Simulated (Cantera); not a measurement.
An isothermal, constant-pressure homogeneous reactor starts with H₂ : O₂ : N₂ = 1.7 : 1 : 8.4 (molar parts), equivalence ratio 0.85, at 1273 K and 13300 Pa.

Cantera simulation using GRI-Mech 3.0 (53 species, 325 reactions); the numbers are that mechanism's predictions, not measurements. The temperature is held fixed by assumption; the heat of reaction is taken as removed at once.

One state of this run: x H₂ = 2.01e-7; x O₂ = 0.0146; x HO₂ = 3.04e-9; x H = 8.82e-10; x H₂O₂ = 3.25e-10. x: mole fraction; the columns are a selection and need not sum to one.

**Question.** Which value of t (s) does it belong to?
A. 0.000113
B. 0.00257
C. 30.0
D. 2.38e-5

**Answer.** C, 30.0
